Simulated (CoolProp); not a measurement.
Vapour pressure (kPa) of ethylene: the reference equation beside estimates from Tc = 282.4 K, pc = 5042 kPa, ω = 0.087. Clausius-Clapeyron is anchored at 140.8 K with a constant enthalpy of vaporisation of 14.62 kJ/mol.

Computed with CoolProp (reference Helmholtz-energy equation of state, Smukala 2000).

| T (K) | reference | Lee-Kesler | Clausius-Clapeyron | van der Waals | Redlich-Kwong | Peng-Robinson |
|---|---|---|---|---|---|---|
| 130.5 | 4.667 | 4.668 | 4.752 | 80.65 | 3.570 | 5.098 |
| 140.8 | 12.73 | 12.62 | 12.73 | 137.6 | 10.97 | 13.50 |
| 151 | 29.56 | 29.23 | 29.60 | 218.0 | 27.61 | 30.70 |
| 161.3 | 61.30 | 60.68 | 62.26 | 328.0 | 60.50 | 62.71 |
| 171.6 | 115.3 | 114.4 | 119.8 | 471.5 | 118.0 | 116.7 |
| 181.8 | 199.3 | 198.5 | 212.8 | 650.6 | 208.8 | 200.5 |
| 192.1 | 324.8 | 324.5 | 357.5 | 872.7 | 345.1 | 325.5 |
| 202.3 | 499.9 | 500.2 | 567.1 | 1137 | 534.9 | 499.9 |
| 212.6 | 739.3 | 740.2 | 864.0 | 1452 | 792.7 | 738.8 |
| 222.8 | 1050 | 1051 | 1262 | 1813 | 1124 | 1050 |

Absolute difference from the reference over all 10 rows, mean and median: Lee-Kesler 0.5 and 0.3 %, Clausius-Clapeyron 7.5 and 5.3 %, van der Waals 468.2 and 267.7 %, Redlich-Kwong 8.0 and 6.8 %, Peng-Robinson 2.4 and 0.9 %.
